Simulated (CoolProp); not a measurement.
Properties of fluorine along the isobar 1.82 MPa.

The numbers come from the reference Helmholtz-energy equation of state, de Reuck 1990 in CoolProp.

```tsv
T (°C)	phase	Z	cp (kJ/(kg K))	cv (kJ/(kg K))	Joule-Thomson coefficient (K/MPa)
-207.65	liquid	0.07772	1.474	0.8731	-0.3112
-201.95	liquid	0.07311	1.478	0.8596	-0.3032
-196.25	liquid	0.06928	1.485	0.8462	-0.2922
-190.55	liquid	0.06611	1.496	0.8307	-0.2771
-184.85	liquid	0.06349	1.514	0.8138	-0.2572
-179.15	liquid	0.06136	1.538	0.7965	-0.2313
-173.45	liquid	0.05967	1.570	0.7798	-0.1979
-167.75	liquid	0.05839	1.613	0.7641	-0.1538
-162.05	liquid	0.05756	1.675	0.7500	-0.09350
-156.35	liquid	0.05723	1.769	0.7380	-0.005978
```
